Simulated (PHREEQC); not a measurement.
HCl is added in steps, without added water, to 1 kg of water holding 3.9 mmol/kgw NiSO4 and 22 mmol/kgw NiCl2, at 5 °C. Oxygen is held at 0.21 atm. CO2 is held at log p = -2 (atm). Nothing may precipitate in this run.

Base run: PHREEQC, ion-association model, wateq4f.dat. Each further column changes one thing. The table gives HSO4- (mol/kgw).

```csv
HCl added (mol),base,diluted 10-fold with water,NiCl2 from 0.022 to 0.0242 mol/kgw,solids may form
0,1.77e-6,2.58e-7,1.75e-6,1.77e-6
0.002167,0.000134,2.91e-5,0.000130,0.000134
0.004333,0.000259,5.32e-5,0.000251,0.000259
0.0065,0.000376,7.36e-5,0.000365,0.000376
0.008667,0.000486,9.11e-5,0.000473,0.000486
0.01083,0.000590,0.000106,0.000574,0.000590
0.013,0.000687,0.000120,0.000669,0.000687
```

At this temperature some constants are extrapolated from 25 °C, and those without enthalpy data are left unchanged. Solids allowed in the column 'solids may form': Ni(OH)2, NiCO3, Ni4(OH)6SO4, Morenosite.
